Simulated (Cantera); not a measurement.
N2O furnace oxynitridation

A perfectly stirred reactor is fed with 11.8 % N2O, 88.2 % N2, at 750 Torr; it is held at 1400 K, and followed from long to short residence time.

Detailed kinetics in Cantera: GRI-Mech 3.0 (53 species, 325 reactions). GRI-Mech 3.0 was tuned for natural gas; its chemistry of N2O as a main component is partial and can be far from experiment. The temperature is held fixed by assumption; the heat of reaction is taken as removed at once.

| τ (s) | x N2O | x NO | x O | x O2 | x NO2 |
|---|---|---|---|---|---|
| 1.3 | 0.00808 | 0.00980 | 7.75e-6 | 0.0468 | 7.33e-5 |
| 0.30 | 0.0253 | 0.0120 | 1.31e-5 | 0.0375 | 9.07e-5 |
| 0.069 | 0.0597 | 0.00937 | 1.89e-5 | 0.0226 | 7.05e-5 |
| 0.016 | 0.0946 | 0.00410 | 2.25e-5 | 0.00880 | 2.94e-5 |
| 0.0038 | 0.111 | 0.00120 | 2.37e-5 | 0.00249 | 7.14e-6 |
| 0.00089 | 0.116 | 0.000293 | 2.35e-5 | 0.000599 | 9.85e-7 |
| 0.00021 | 0.117 | 6.39e-5 | 2.14e-5 | 0.000130 | 7.06e-8 |
x: mole fraction; the columns are a selection and need not sum to one.
